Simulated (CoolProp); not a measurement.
Model: reference Helmholtz-energy equation of state, Lemmon 2009, in CoolProp.

Q: For propane, give the phase and the speed of sound (m/s), Prandtl number at 620 K and 0.0283 MPa; 620 K and 0.504 MPa.

A: 
- 620 K and 0.0283 MPa: gas; speed of sound 353, Prandtl number 0.696
- 620 K and 0.504 MPa: gas; speed of sound 352, Prandtl number 0.694

Viscosity comes from a separate model (Vogel 1998). Thermal conductivity comes from a separate model (Marsh 2002).
